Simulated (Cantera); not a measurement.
## Pyrogenic steam for wet oxidation

A perfectly stirred reactor is fed with 10.3 % H₂, 9.35 % O₂, 80.4 % N₂, at 18000 Pa; it is held at 1050 K, and followed from long to short residence time.

Detailed kinetics in Cantera: GRI-Mech 3.0 (53 species, 325 reactions). The temperature is held fixed by assumption; the heat of reaction is taken as removed at once.

```json
[
 {"τ (s)": "6.6", "x H₂": "0.000119", "x O₂": "0.0444", "x H₂O₂": "3.33e-7", "x NO₂": "5.17e-10", "x H₂O": "0.108", "x H": "4.16e-6"},
 {"τ (s)": "2.3", "x H₂": "0.000238", "x O₂": "0.0444", "x H₂O₂": "4.69e-7", "x NO₂": "3.01e-10", "x H₂O": "0.108", "x H": "1.19e-5"},
 {"τ (s)": "0.78", "x H₂": "0.000473", "x O₂": "0.0445", "x H₂O₂": "6.14e-7", "x NO₂": "2.15e-10", "x H₂O": "0.108", "x H": "3.50e-5"},
 {"τ (s)": "0.27", "x H₂": "0.000906", "x O₂": "0.0447", "x H₂O₂": "7.37e-7", "x NO₂": "1.77e-10", "x H₂O": "0.107", "x H": "0.000100"},
 {"τ (s)": "0.094", "x H₂": "0.00169", "x O₂": "0.0450", "x H₂O₂": "8.25e-7", "x NO₂": "1.49e-10", "x H₂O": "0.106", "x H": "0.000283"},
 {"τ (s)": "0.032", "x H₂": "0.00315", "x O₂": "0.0457", "x H₂O₂": "8.71e-7", "x NO₂": "1.23e-10", "x H₂O": "0.104", "x H": "0.000798"},
 {"τ (s)": "0.011", "x H₂": "0.00575", "x O₂": "0.0469", "x H₂O₂": "8.67e-7", "x NO₂": "1.01e-10", "x H₂O": "0.101", "x H": "0.00215"},
 {"τ (s)": "0.0039", "x H₂": "0.0102", "x O₂": "0.0493", "x H₂O₂": "8.22e-7", "x NO₂": "8.22e-11", "x H₂O": "0.0941", "x H": "0.00521"},
 {"τ (s)": "0.0013", "x H₂": "0.0183", "x O₂": "0.0539", "x H₂O₂": "7.44e-7", "x NO₂": "5.96e-11", "x H₂O": "0.0817", "x H": "0.0115"},
 {"τ (s)": "0.00047", "x H₂": "0.0312", "x O₂": "0.0611", "x H₂O₂": "6.56e-7", "x NO₂": "3.40e-11", "x H₂O": "0.0637", "x H": "0.0187"},
 {"τ (s)": "0.00016", "x H₂": "0.0561", "x O₂": "0.0733", "x H₂O₂": "4.94e-7", "x NO₂": "9.70e-12", "x H₂O": "0.0371", "x H": "0.0194"}
]
```
x: mole fraction; the columns are a selection and need not sum to one.
